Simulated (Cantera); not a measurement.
## Stirred combustor or abatement burner

A perfectly stirred reactor is fed with 12.4 % CH4, 7.56 % CO, 16.9 % O2, 63.2 % N2, at 5.00 bar; it is adiabatic with a 300 K inlet, and is followed from long to short residence time, starting on the burning branch (τ in s: 0.16, 0.066, 0.027, 0.011, 0.0045, 0.0019, 0.00076, 0.00031, 0.00013, 5.3e-05, 2.2e-05, 8.8e-06).

Detailed kinetics in Cantera: GRI-Mech 3.0 (53 species, 325 reactions).

| τ (s) | T (K) | x CH4 | x CO | x O2 | x H | x CH3 | x N2O | x OH |
|---|---|---|---|---|---|---|---|---|
| 0.16 | 1866 | 0.00357 | 0.122 | 0.000178 | 8.64e-5 | 8.11e-5 | 5.48e-10 | 1.31e-5 |
| 0.066 | 1873 | 0.00494 | 0.117 | 0.000385 | 9.48e-5 | 0.000131 | 9.52e-10 | 1.59e-5 |
| 0.027 | 1878 | 0.00649 | 0.113 | 0.000821 | 0.000106 | 0.000204 | 1.81e-9 | 1.99e-5 |
| 0.011 | 1877 | 0.00817 | 0.110 | 0.00172 | 0.000120 | 0.000309 | 3.63e-9 | 2.51e-5 |
| 0.0045 | 1865 | 0.01000 | 0.109 | 0.00355 | 0.000136 | 0.000450 | 7.61e-9 | 3.13e-5 |
| 0.0019 | 1828 | 0.0123 | 0.111 | 0.00746 | 0.000146 | 0.000611 | 1.69e-8 | 3.62e-5 |
| 0.00076 | 300 | 0.124 | 0.0756 | 0.169 | <1e-12 | <1e-12 | <1e-12 | <1e-12 |
| 0.00031 | 300 | 0.124 | 0.0756 | 0.169 | <1e-12 | <1e-12 | <1e-12 | <1e-12 |
| 0.00013 | 300 | 0.124 | 0.0756 | 0.169 | <1e-12 | <1e-12 | <1e-12 | <1e-12 |
| 5.3e-5 | 300 | 0.124 | 0.0756 | 0.169 | <1e-12 | <1e-12 | <1e-12 | <1e-12 |
| 2.2e-5 | 300 | 0.124 | 0.0756 | 0.169 | <1e-12 | <1e-12 | <1e-12 | <1e-12 |
| 8.8e-6 | 300 | 0.124 | 0.0756 | 0.169 | <1e-12 | <1e-12 | <1e-12 | <1e-12 |
x: mole fraction; the columns are a selection and need not sum to one.
